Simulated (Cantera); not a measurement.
A perfectly stirred reactor is fed with 5.94 % C₂H₄, 11.2 % O₂, 80.2 % N₂, 2.67 % H₂O, equivalence ratio 1.6, at 7500 Torr; it is adiabatic with a 800 K inlet, and is followed from long to short residence time, starting on the burning branch (τ in s: 0.43, 0.21, 0.11, 0.053, 0.026, 0.013, 0.0065, 0.0032, 0.0016, 0.00079, 0.00039, 0.0002, 9.7e-05).

Model: GRI-Mech 3.0 (53 species, 325 reactions), integrated in Cantera. GRI-Mech 3.0 was tuned for natural gas; its chemistry of ethylene as a main component is partial and can be far from experiment.

Q: Predict: blow-out, bracketed by the residence times tried; x(C₂H₄) at τ = 0.430 s; x(O₂) at τ = 0.430 s; x(H₂O) at τ = 0.430 s; x(NO) at τ = 0.430 s; x(C₂H₂) at τ = 0.430 s; x(C₂H₄) at τ = 6.50 ms; x(O₂) at τ = 6.50 ms; x(H₂O) at τ = 6.50 ms; x(NO) at τ = 6.50 ms; x(C₂H₂) at τ = 6.50 ms.

A: blow-out, bracketed by the residence times tried: burning at 97.0 µs, the shortest tried
x(C₂H₄) at τ = 0.430 s: 5.42e-6
x(O₂) at τ = 0.430 s: 2.41e-5
x(H₂O) at τ = 0.430 s: 0.0900
x(NO) at τ = 0.430 s: 8.87e-6
x(C₂H₂) at τ = 0.430 s: 0.000552
x(C₂H₄) at τ = 6.50 ms: 0.000128
x(O₂) at τ = 6.50 ms: 0.000846
x(H₂O) at τ = 6.50 ms: 0.0964
x(NO) at τ = 6.50 ms: 1.15e-5
x(C₂H₂) at τ = 6.50 ms: 0.00500
